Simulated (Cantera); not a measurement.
**Adiabatic ignition**

An adiabatic, constant-volume homogeneous reactor starts with H2 : O2 : N2 = 1 : 0.238 : 0.895 (molar parts), equivalence ratio 2.1, at 1775 K and 230000 Pa.

Computed with Cantera and GRI-Mech 3.0 (53 species, 325 reactions). The hydrogen kinetics of GRI-Mech 3.0 are dated; newer H2 mechanisms differ, most at raised pressure. Above 3000 K some thermodynamic fits are extrapolated.

```json
[
 {"t (s)": "3.00e-6", "T (K)": "1985", "P (bar)": "2.56", "x H2": "0.251", "x O2": "0.0267", "x HO2": "2.84e-5", "x NO": "1.04e-6", "x H2O": "0.150"},
 {"t (s)": "9.76e-6", "T (K)": "2766", "P (bar)": "3.39", "x H2": "0.235", "x O2": "0.00173", "x HO2": "2.51e-6", "x NO": "6.83e-5", "x H2O": "0.207"},
 {"t (s)": "3.18e-5", "T (K)": "3082", "P (bar)": "3.69", "x H2": "0.251", "x O2": "0.000777", "x HO2": "1.53e-6", "x NO": "0.000452", "x H2O": "0.220"},
 {"t (s)": "0.000103", "T (K)": "3085", "P (bar)": "3.69", "x H2": "0.252", "x O2": "0.000731", "x HO2": "1.45e-6", "x NO": "0.00150", "x H2O": "0.220"},
 {"t (s)": "0.000337", "T (K)": "3083", "P (bar)": "3.69", "x H2": "0.253", "x O2": "0.000711", "x HO2": "1.41e-6", "x NO": "0.00230", "x H2O": "0.219"},
 {"t (s)": "0.00110", "T (K)": "3082", "P (bar)": "3.69", "x H2": "0.253", "x O2": "0.000710", "x HO2": "1.41e-6", "x NO": "0.00233", "x H2O": "0.219"},
 {"t (s)": "0.00357", "T (K)": "3082", "P (bar)": "3.69", "x H2": "0.253", "x O2": "0.000710", "x HO2": "1.41e-6", "x NO": "0.00233", "x H2O": "0.219"},
 {"t (s)": "0.0116", "T (K)": "3082", "P (bar)": "3.69", "x H2": "0.253", "x O2": "0.000710", "x HO2": "1.41e-6", "x NO": "0.00233", "x H2O": "0.219"},
 {"t (s)": "0.0378", "T (K)": "3082", "P (bar)": "3.69", "x H2": "0.253", "x O2": "0.000710", "x HO2": "1.41e-6", "x NO": "0.00233", "x H2O": "0.219"},
 {"t (s)": "0.123", "T (K)": "3082", "P (bar)": "3.69", "x H2": "0.253", "x O2": "0.000710", "x HO2": "1.41e-6", "x NO": "0.00233", "x H2O": "0.219"},
 {"t (s)": "0.400", "T (K)": "3082", "P (bar)": "3.69", "x H2": "0.253", "x O2": "0.000710", "x HO2": "1.41e-6", "x NO": "0.00233", "x H2O": "0.219"}
]
```
x: mole fraction; the columns are a selection and need not sum to one.

```yaml
time_of_steepest_temperature_rise: 2.90 µs
temperature at 0.400 s: 3082 K
equilibrium_temperature: 3082 K
x(H2) at 0.400 s: 0.253 (gas-phase equilibrium 0.253)
x(O2) at 0.400 s: 0.000710 (gas-phase equilibrium 0.000710)
x(HO2) at 0.400 s: 1.41e-6 (gas-phase equilibrium 1.41e-6)
```
